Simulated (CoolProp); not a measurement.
Properties of the fluoroketone C6F12O (FK-5-1-12) along the isotherm 226.85 °C.

Computed with CoolProp (reference Helmholtz-energy equation of state, McLinden 2015).

```tsv
p (bar)	phase	density (kg/m³)	speed of sound (m/s)	expansivity (1/kK)
9.35	gas	80.19	103.8	3.131
18.7	supercritical	187.0	90.18	5.337
28	supercritical	340.7	78.09	9.553
37.4	supercritical	549.2	77.97	12.95
46.7	supercritical	716.9	97.60	9.742
56.1	supercritical	819.9	120.8	7.117
65.4	supercritical	887.9	141.7	5.650
74.8	supercritical	938.6	160.6	4.728
84.1	supercritical	978.1	177.6	4.111
93.5	supercritical	1011	193.3	3.660
```
